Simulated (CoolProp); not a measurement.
200 sccm (0 °C, 1 atm) of nitrogen bubbles through liquid methanol at 274.7 K and leaves saturated at a total pressure of 0.0715 MPa (ideal gas phase). Each further row changes one setting.

Computed with CoolProp (reference Helmholtz-energy equation of state, de Reuck 1993).

| case | vapour pressure (kPa) | mole fraction of vapour | delivery (mg/min) | delivery (sccm) | change of delivery for a bath 1 K warmer (%) |
|---|---|---|---|---|---|
| as stated | 4.47 | ___ | 19.1 | ___ | 6.9 |
| bath temperature 279.7 K | 6.07 | 0.0849 | ___ | ___ | ___ |
| total pressure 0.143 MPa | 4.47 | 0.0313 | ___ | ___ | ___ |

Task: Some entries are withheld; supply them.

Result: 
- as stated, mole fraction of vapour: 0.0625
- as stated, delivery (sccm): 13.3
- bath temperature 279.7 K, delivery (mg/min): 26.5
- bath temperature 279.7 K, delivery (sccm): 18.5
- bath temperature 279.7 K, change of delivery for a bath 1 K warmer (%): 6.8
- total pressure 0.143 MPa, delivery (mg/min): 9.23
- total pressure 0.143 MPa, delivery (sccm): 6.45
- total pressure 0.143 MPa, change of delivery for a bath 1 K warmer (%): 6.6
